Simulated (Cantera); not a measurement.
An adiabatic, constant-volume homogeneous reactor starts with CH4 : H2 : O2 : N2 = 1 : 0.19 : 2.62 : 9.85 (molar parts), equivalence ratio 0.80, at 998 K and 0.345 atm. Integrator tolerance rtol = 1e-08.

Computed with Cantera and GRI-Mech 3.0 (53 species, 325 reactions). Below about 1000 K GRI-Mech 3.0 lacks low-temperature oxidation paths.

**Question.** What does this change do: initial temperature 998 to 1325 K?

**Answer.** 
```json
[
 {"quantity": "time of steepest temperature rise", "before": "0.174 s", "after": "4.47 ms"},
 {"quantity": "temperature at 8.00 s", "before": "2603 K", "after": "2697 K"},
 {"quantity": "equilibrium temperature", "before": "2603 K", "after": "2697 K"},
 {"quantity": "x(CH4) at 8.00 s", "before": "<1e-12 (gas-phase equilibrium <1e-12)", "after": "<1e-12 (gas-phase equilibrium <1e-12)"},
 {"quantity": "x(H2) at 8.00 s", "before": "0.00715 (gas-phase equilibrium 0.00715)", "after": "0.0109 (gas-phase equilibrium 0.0109)"},
 {"quantity": "x(O2) at 8.00 s", "before": "0.0392 (gas-phase equilibrium 0.0392)", "after": "0.0413 (gas-phase equilibrium 0.0413)"},
 {"quantity": "x(HCO) at 8.00 s", "before": "6.94e-9 (gas-phase equilibrium 6.94e-9)", "after": "1.40e-8 (gas-phase equilibrium 1.40e-8)"},
 {"quantity": "x(NO) at 8.00 s", "before": "0.0112 (gas-phase equilibrium 0.0112)", "after": "0.0132 (gas-phase equilibrium 0.0132)"},
 {"quantity": "x(H) at 8.00 s", "before": "0.00343 (gas-phase equilibrium 0.00343)", "after": "0.00691 (gas-phase equilibrium 0.00691)"},
 {"quantity": "x(O) at 8.00 s", "before": "0.00487 (gas-phase equilibrium 0.00487)", "after": "0.00851 (gas-phase equilibrium 0.00851)"}
]
```
